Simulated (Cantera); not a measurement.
A freely propagating, adiabatic, planar premixed flame of 48.5 % H2, 10.1 % O2, 41.4 % N2, equivalence ratio 2.4, unburnt at 500 K and 5.00 bar; unity-Lewis-number transport, grid criteria slope 0.08 and curve 0.16, no radiation.

Model: the H2/O2 subset of GRI-Mech 3.0, which has no nitrogen chemistry, integrated in Cantera. The hydrogen kinetics of GRI-Mech 3.0 are dated; newer H2 mechanisms differ, most at raised pressure. Unity Lewis numbers drop preferential diffusion, which matters most where H2 and H carry the flame. Burning velocities carry a grid error of a few per cent, more on coarse grids.

**Question.** Predict: laminar burning velocity; thermal thickness; peak x(H2O2); peak x(H); peak x(HO2); peak x(OH).

**Answer.** 
```
Quantity                      Value
------------------------  ---------
laminar burning velocity   340 cm/s
thermal thickness         0.0588 mm
peak x(H2O2)                3.47e-5
peak x(H)                    0.0418
peak x(HO2)                0.000573
peak x(OH)                  0.00188
```
